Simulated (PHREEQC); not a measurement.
Make-up at 25 °C: 17 mmol/kgw Al2(SO4)3, 1.2 mmol/kgw NaF and 9.4 mmol/kgw NaCl. Closed to the air; pH follows from the charge balance.

Equilibrium calculation in PHREEQC: ion-association model, phreeqc.dat.

| quantity | before | after |
|---|---|---|
| pH | 3.98 | 2.04 |
| ionic strength (mol/kgw) | 0.0809 | 0.0481 |
| SI of Halite (NaCl) | -5.79 | -5.75 |

Task: What was changed between the two runs?
(A) temperature from 25 to 10 °C
(B) Al2(SO4)3 left out
(C) NaF left out
(D) Al2(SO4)3 from 0.017 to 0.0085 mol/kgw
(E) Al2(SO4)3 replaced by KHSO4 at the same molality

Result: E, Al2(SO4)3 replaced by KHSO4 at the same molality

Precipitation was switched off in this run. Some of these states are supersaturated (in Gibbsite (slow to form), for instance). Fluoro complexes past AlF4- and FeF3 are missing from the database.
